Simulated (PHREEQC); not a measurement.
## Leach liquor (model solution)

Dissolve 0.0046 mol HCl, 0.14 mol LiCl and 0.0079 mol Fe2(SO4)3 per kg of water at 80 °C. Closed to the air; pH follows from the charge balance.

Model: ion-association model, wateq4f.dat, run in PHREEQC.

Each row changes one thing in this solution. This is a speciation only: nothing precipitates in the calculation.

```tsv
case	pH	ionic strength (mol/kgw)	SO4-2 (mol/kgw)	HSO4- (mol/kgw)	FeSO4+ (mol/kgw)	FeOH+2 (mol/kgw)	SI of Goethite (FeOOH)	SI of Hematite (Fe2O3)
as made	2.35	0.193	0.00959	0.00622	0.00538	0.00425	+5.42	+13.06
LiCl from 0.14 to 1.4 mol/kgw	2.46	1.45	0.0116	0.00307	0.000834	0.00279	+5.09	+12.42
HCl from 0.0046 to 0.00506 mol/kgw	2.34	0.193	0.00946	0.00634	0.00542	0.00420	+5.38	+12.99
HCl left out	2.51	0.194	0.0111	0.00508	0.00486	0.00470	+5.76	+13.75
HCl from 0.0046 to 0.0069 mol/kgw	2.29	0.193	0.00894	0.00679	0.00555	0.00402	+5.25	+12.73
Fe2(SO4)3 from 0.0079 to 0.00158 mol/kgw	2.39	0.156	0.00235	0.00149	0.000447	0.00136	+5.03	+12.29
```

The ionic strength passes 0.7 mol/kgw, the rough limit of the ion-association models, in LiCl from 0.14 to 1.4 mol/kgw. Complexes and solids missing from the database can't appear. Some of these states are supersaturated (in Hematite (slow to form), Goethite (slow to form), for instance). At this temperature some constants are extrapolated from 25 °C, and those without enthalpy data are left unchanged.
